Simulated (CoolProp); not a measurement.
Properties of octamethylcyclotetrasiloxane (D4) along the isotherm 346.85 °C (Tc = 313.4 °C, pc = 1.347 MPa, ω = 0.598).

Computed with CoolProp (reference Helmholtz-energy equation of state, Thol 2015).

| p (MPa) | phase | Z | cp (kJ/(kg K)) | cv (kJ/(kg K)) | speed of sound (m/s) | Joule-Thomson coefficient (K/MPa) | isothermal compressibility (1/MPa) |
|---|---|---|---|---|---|---|---|
| 0.00213 | gas | 0.9996 | 2.039 | 2.011 | 132.7 | 7.016 | 469.7 |
| 0.00332 | gas | 0.9993 | 2.039 | 2.011 | 132.7 | 7.019 | 301.4 |
| 0.00516 | gas | 0.9989 | 2.039 | 2.011 | 132.6 | 7.023 | 194.0 |
| 0.00804 | gas | 0.9983 | 2.039 | 2.011 | 132.5 | 7.029 | 124.6 |
| 0.0125 | gas | 0.9974 | 2.039 | 2.011 | 132.4 | 7.040 | 80.21 |
| 0.0195 | gas | 0.9959 | 2.040 | 2.011 | 132.2 | 7.056 | 51.49 |
| 0.0304 | gas | 0.9936 | 2.040 | 2.011 | 131.9 | 7.081 | 33.11 |
| 0.0473 | gas | 0.9900 | 2.041 | 2.012 | 131.5 | 7.121 | 21.36 |
| 0.0736 | gas | 0.9843 | 2.043 | 2.012 | 130.7 | 7.184 | 13.81 |
| 0.115 | gas | 0.9754 | 2.045 | 2.013 | 129.6 | 7.287 | 8.918 |
| 0.178 | gas | 0.9616 | 2.050 | 2.015 | 127.8 | 7.449 | 5.848 |
| 0.278 | gas | 0.9392 | 2.057 | 2.017 | 124.9 | 7.726 | 3.839 |
| 0.433 | gas | 0.9032 | 2.070 | 2.021 | 120.1 | 8.207 | 2.572 |
| 0.674 | gas | 0.8438 | 2.097 | 2.028 | 112.2 | 9.112 | 1.787 |
